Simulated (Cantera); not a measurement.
Cantera run:

```python
import numpy as np
import cantera as ct

gas_names = [...]  # 113 gases of nasa_gas.yaml made of C, H, O, Pb
cond_names = """
    C(gr) C6H6(L) C7H8(L) C8H18(L),n-octa H2O(s) H2O(L) Pb(cr) Pb(L) PbO(rd) PbO(yw) PbO(L) PbO2(s)
    Pb3O4(s)
""".split()


# ... load() reads the species with a 1 bar reference pressure and builds the phases ...
atoms = {
    'Pb': {'Pb': 1},
    'H2': {'H': 2},
    'CO': {'C': 1, 'O': 1},
}
top_T = {'C(gr)': 4500, 'Pb3O4(s)': 820}  # K; cautious upper limits of use, not melting points


# ... equilibrate(T, P, feed) seeds the gas with the atoms and calls Mixture.equilibrate('TP', solver="gibbs", rtol=1e-10, max_steps=50000) ...
results = []
feed = {'Pb': 1, 'H2': 0.54, 'CO': 0.19}  # mol
P = 10000  # Pa
for T in [975, 1025, 1075, 1125, 1175, 1225, 1275, 1325, 1375, 1425, 1475, 1525]:
    mix = equilibrate(T, P, feed)
    results.append((T, P, feed, dict(zip(mix.species_names, mix.species_moles))))
    x = sorted(zip(gas.X, gas.species_names), reverse=True)
    print(f"T = {T:g} K  P = {P:g} Pa  gas = {mix.phase_moles(0):.4g} mol")
    print("   x: " + "  ".join(f"{s} {v:.3e}" for v, s in x if v > 1e-05))
    print("   condensed (mol): " + ("  ".join(f"{mix.phase(i).name} {mix.phase_moles(i):.4g}"
          for i in range(1, mix.n_phases) if mix.phase_moles(i) > 1e-12) or "none"))
```

It prints:

```
T = 975 K  P = 10000 Pa  gas = 0.7135 mol
   x: H2 7.326e-01  CO 2.441e-01  H2O 1.075e-02  CH4 6.743e-03  CO2 5.723e-03  Pb 9.167e-05
   condensed (mol): C(gr) 0.006939  Pb(L) 0.9999
T = 1025 K  P = 10000 Pa  gas = 0.7222 mol
   x: H2 7.349e-01  CO 2.537e-01  H2O 4.947e-03  CH4 3.969e-03  CO2 2.215e-03  Pb 2.781e-04
   condensed (mol): C(gr) 0.002305  Pb(L) 0.9998
T = 1075 K  P = 10000 Pa  gas = 0.7264 mol
   x: H2 7.361e-01  CO 2.574e-01  CH4 2.444e-03  H2O 2.394e-03  CO2 9.003e-04  Pb 7.594e-04
   condensed (mol): C(gr) 0.000618  Pb(L) 0.9994
T = 1125 K  P = 10000 Pa  gas = 0.7291 mol
   x: H2 7.363e-01  CO 2.586e-01  Pb 1.892e-03  CH4 1.564e-03  H2O 1.224e-03  CO2 3.910e-04
   condensed (mol): C(gr) 3.722e-05  Pb(L) 0.9986
T = 1175 K  P = 10000 Pa  gas = 0.7318 mol
   x: H2 7.353e-01  CO 2.585e-01  Pb 4.354e-03  CH4 9.324e-04  H2O 7.316e-04  CO2 2.010e-04
   condensed (mol): Pb(L) 0.9968
T = 1225 K  P = 10000 Pa  gas = 0.736 mol
   x: H2 7.321e-01  CO 2.575e-01  Pb 9.345e-03  CH4 5.684e-04  H2O 4.587e-04  CO2 1.099e-04
   condensed (mol): Pb(L) 0.9931
T = 1275 K  P = 10000 Pa  gas = 0.7435 mol
   x: H2 7.253e-01  CO 2.551e-01  Pb 1.886e-02  CH4 3.568e-04  H2O 2.948e-04  CO2 6.236e-05
   condensed (mol): Pb(L) 0.986
T = 1325 K  P = 10000 Pa  gas = 0.7569 mol
   x: H2 7.127e-01  CO 2.507e-01  Pb 3.605e-02  CH4 2.280e-04  H2O 1.923e-04  CO2 3.631e-05
   condensed (mol): Pb(L) 0.9727
T = 1375 K  P = 10000 Pa  gas = 0.7811 mol
   x: H2 6.909e-01  CO 2.431e-01  Pb 6.565e-02  CH4 1.461e-04  H2O 1.257e-04  CO2 2.139e-05  Pb2 1.149e-05
   condensed (mol): Pb(L) 0.9487
T = 1425 K  P = 10000 Pa  gas = 0.8243 mol
   x: H2 6.549e-01  CO 2.304e-01  Pb 1.145e-01  CH4 9.168e-05  H2O 8.078e-05  Pb2 2.898e-05  H 1.746e-05  CO2 1.249e-05
   condensed (mol): Pb(L) 0.9056
T = 1475 K  P = 10000 Pa  gas = 0.9036 mol
   x: H2 5.975e-01  CO 2.102e-01  Pb 1.921e-01  Pb2 6.847e-05  CH4 5.428e-05  H2O 4.954e-05  H 3.170e-05
   condensed (mol): Pb(L) 0.8263
T = 1525 K  P = 10000 Pa  gas = 1.06 mol
   x: H2 5.093e-01  Pb 3.113e-01  CO 1.792e-01  Pb2 1.525e-04  H 5.339e-05  CH4 2.822e-05  H2O 2.751e-05
   condensed (mol): Pb(L) 0.6697
```

These are equilibrium values from Cantera (NASA tables, ideal gas, pure condensed phases), not measurements of a reactor.
